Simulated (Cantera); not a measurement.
Feed: 1 mol CuO, 0.46 mol CH₄, 1 mol CO, at 12.0 mbar.

Method: chemical equilibrium by Gibbs-energy minimisation in Cantera with the NASA 1993 tables (ideal gas, pure condensed phases). Candidate condensed phases: C, C₆H₆, C₇H₈, C₈H₁₈, Cu, CuO, Cu(OH)₂, Cu₂O, H₂O; 113 gas species. Rates play no part.

x: gas mole fraction; nothing condenses.

```csv
T (°C),x CO,x Cu,x H₂,x H₂O,x H,x CO₂,x OH
1975,0.377,0.291,0.149,0.105,0.0259,0.0490,0.00274
2025,0.376,0.290,0.145,0.104,(withheld),0.0481,(withheld)
2075,0.374,0.288,0.140,0.102,0.0422,0.0472,0.00526
2125,0.372,0.286,0.135,0.0985,0.0528,0.0460,0.00707
2175,0.370,0.283,0.129,0.0943,(withheld),0.0445,(withheld)
2225,0.367,0.280,0.123,0.0887,0.0799,0.0426,0.0119
2275,0.363,0.276,0.117,0.0817,0.0965,0.0401,0.0148
```

Fill in the missing entries.


- 2025, x H: 0.0333
- 2025, x OH: 0.00383
- 2175, x H: 0.0654
- 2175, x OH: 0.00929
